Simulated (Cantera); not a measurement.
Input: 1 mol MgSO4, 0.1 mol H2, 0.015 mol CO2, equilibrated at 725 K and 4.90 bar.

These are equilibrium values from Cantera (NASA tables, ideal gas, pure condensed phases), not measurements of a reactor. Candidate condensed phases: C, C6H6, C7H8, C8H18, H2O, H2SO4, Mg, MgCO3, MgO, Mg(OH)2, MgS, MgSO4, S; 130 gas species. Gases not in the tables: S3 to S7. The numbers say what is thermodynamically allowed, not how fast it happens.

### Question
What is the equilibrium state?

### Answer
```
Property                                    Result
--------------------------------------  ----------
x(H2O)                                       0.658
x(H2S)                                       0.204
x(CO2)                                       0.129
x(SO2)                                     0.00514
x(S2)                                      0.00293
x(S8)                                     0.000908
x(H2)                                     0.000214
x(COS)                                    0.000182
x(S2O)                                     9.37e-5
n(MgO(s))                               0.0258 mol
n(MgSO4(s))                              0.974 mol
gas amount                              0.1161 mol
log10 activity of S(l) (absent)              -0.23
log10 activity of MgCO3(s) (absent)          -0.80
log10 activity of C(graphite) (absent)       -5.77
```
